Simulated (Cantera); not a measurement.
A Cantera script and what it prints.

```python
import numpy as np
import cantera as ct

gas_names = """
    B BH BH2 BH3 BN BO BO2 B2 B2O B2O2 B2O3 B3O3H3 H HBO HBO2 HNO HNO2 HNO3 HO2 H2 H2O H2O2 H3B3O6 N NH
    NH2 NH3 NH2OH NO NO2 NO3 N2 N2H2 N2H4 N2O O OH O2 O3
""".split()
cond_names = """
    B(b) B(L) BN(s) B2O3(L) B3O3H3(cr) H2O(s) H2O(L)
""".split()


def load(file, names, dense=False):
    # The tables refer to 1 bar. Condensed volumes are neglected.
    table = {s.name: s for s in ct.Species.list_from_file(file)}
    out = []
    for n in names:
        d = dict(table[n].input_data)
        d["thermo"] = dict(d["thermo"], **{"reference-pressure": 1e5})
        if dense:
            d["equation-of-state"] = {"model": "constant-volume", "density": "1e6 g/cm^3"}
        out.append(ct.Species.from_dict(d))
    return out


gas = ct.Solution(thermo="ideal-gas", species=load("nasa_gas.yaml", gas_names))
cond = {s.name: ct.Solution(thermo="fixed-stoichiometry", species=[s], name=s.name)
        for s in load("nasa_condensed.yaml", cond_names, dense=True)}
atoms = {
    'B2O3': {'B': 2, 'O': 3},
    'NH3': {'N': 1, 'H': 3},
    'N2': {'N': 2},
}
top_T = {'BN(s)': 3200}  # K; cautious upper limits of use, not melting points


def equilibrate(T, P, feed):
    n = {}
    for name, mol in feed.items():
        for a, k in atoms[name].items():
            n[a] = n.get(a, 0.0) + k * mol
    gas.TPX = T, P, n
    mass = sum(n.values()) * gas.mean_molecular_weight
    gas.equilibrate("TP")
    valid = [c for c in cond.values() if c.min_temp <= T <= top_T.get(c.name, c.max_temp)]
    mix = ct.Mixture([(gas, mass / gas.mean_molecular_weight)] + [(c, 0.0) for c in valid])
    mix.T, mix.P = T, P
    mix.equilibrate("TP", solver="vcs", rtol=1e-11, max_steps=5000)
    return mix


results = []
feed = {'B2O3': 1, 'NH3': 1.6, 'N2': 130}  # mol
T = 1350  # K
P = 260  # Pa
mix = equilibrate(T, P, feed)
results.append((T, P, feed, dict(zip(mix.species_names, mix.species_moles))))
x = sorted(zip(gas.X, gas.species_names), reverse=True)
print(f"T = {T:g} K  P = {P:g} Pa  gas = {mix.phase_moles(0):.4g} mol")
print("   x: " + "  ".join(f"{s} {v:.3e}" for v, s in x if v > 0.001))
print("   condensed (mol): " + ("  ".join(f"{mix.phase(i).name} {mix.phase_moles(i):.4g}"
      for i in range(1, mix.n_phases) if mix.phase_moles(i) > 1e-12) or "none"))
```

Result:

```
T = 1350 K  P = 260 Pa  gas = 133.3 mol
   x: N2 9.814e-01  H2 1.770e-02
   condensed (mol): BN(s) 0.01913  B2O3(L) 0.9161
```

Cantera equilibrium calculation (NASA polynomials, part measured and part estimated; ideal gas, pure solids and liquids). Mutual solubility and eutectic melting of coexisting phases are not modelled.
